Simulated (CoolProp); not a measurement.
The fluid at 589.37 K and 1.33 MPa flows at 0.52 m/s in a round tube of 50 mm bore and 15 µm roughness, fully developed (64/Re and Nu = 3.66 if laminar; Colebrook and Gnielinski if turbulent). The same conditions are run with several fluids, on thermodynamics alone (safety and materials aside).

Model: reference Helmholtz-energy equation of state of each fluid (n-heptane: Span 2003; propane: Lemmon 2009; toluene: Lemmon 2006; oxygen: Schmidt 1985; sulfur hexafluoride: Guder 2009), in CoolProp.

| fluid | Reynolds number | Darcy friction factor | pressure drop (Pa/m) | heat-transfer coefficient (W/(m² K)) | mass flow (kg/h) |
|---|---|---|---|---|---|
| n-heptane | 65100 | 0.0209 | 1.78 | 140 | 115 |
| propane | 20300 | 0.0264 | 0.873 | 68.4 | 44.9 |
| toluene | 54600 | 0.0216 | 1.68 | 99.0 | 106 |
| oxygen | 6530 | 0.0350 | 0.820 | 19.9 | 31.8 |
| sulfur hexafluoride | 37700 | 0.0232 | 2.50 | 62.8 | 147 |

Above 300 K oxygen's equation is extrapolated.

Transport values come from each fluid's own correlations.
